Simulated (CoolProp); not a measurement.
R123 at 293.15 K and 0.00636 MPa flows at 0.22 m/s in a round tube of 4.6 mm bore and 0.25 µm roughness, fully developed (64/Re and Nu = 3.66 if laminar; Colebrook and Gnielinski if turbulent). Each further row changes one setting.

Values from CoolProp's reference Helmholtz-energy equation of state, Younglove 1994. It is a modified Benedict-Webb-Rubin equation, recast in Helmholtz form.

| case | Reynolds number | Darcy friction factor | pressure drop (Pa/m) | heat-transfer coefficient (W/(m² K)) | mass flow (kg/h) |
|---|---|---|---|---|---|
| as stated | 38.2 | 1.68 | 3.53 | 7.09 | 0.00527 |
| velocity 0.44 m/s | 76.4 | 0.838 | 7.06 | 7.09 | 0.0105 |
| diameter 9.2 mm | 76.4 | 0.838 | 0.882 | 3.55 | 0.0211 |

Viscosity comes from a separate model (Tanaka 1996). Thermal conductivity comes from a separate model (Laesecke 1996).
